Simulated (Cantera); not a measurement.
Ignition delay

Mixture: 13.9 % CO, 0.779 % H2, 18.0 % O2, 67.4 % N2, equivalence ratio 0.41, at 0.770 bar, adiabatic and at constant volume. Ignition delay is the time to a rise of 400 K.

Model: GRI-Mech 3.0 (53 species, 325 reactions), integrated in Cantera. Where the delays flatten at high temperature, the 400 K rule measures the pace of heat release, not the induction time.

| T0 (K) | delay (ms) |
|---|---|
| 1025 | 0.966 |
| 1125 | 0.449 |
| 1225 | 0.309 |
| 1325 | 0.252 |
| 1425 | 0.227 |
| 1525 | 0.221 |
| 1625 | 0.227 |
| 1725 | 0.245 |
| 1825 | 0.272 |
| 1925 | 0.306 |
